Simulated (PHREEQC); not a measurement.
A solution holds 13 mmol/kgw Al2(SO4)3, 6.2 mmol/kgw CuCl2 and 0.07 mmol/kgw NaF, at 25 °C. Closed to the air; pH follows from the charge balance.

The numbers come from PHREEQC with the ion-association model, wateq4f.dat.

This is a speciation only: nothing precipitates in the calculation.

Task: Estimate the pH.

Result: pH 3.96.

Task: In which forms is Al present?

Result: AlSO4+ 71 %, Al+3 17 %, Al(SO4)2- 12 %, AlOH+2 0.7 % of the Al.

Examples of supersaturated solids here: Basaluminite, Gibbsite (slow to form). Others may be too. Complexes and solids missing from the database can't appear. Fluoro complexes past AlF4- and FeF3 are missing from the database.
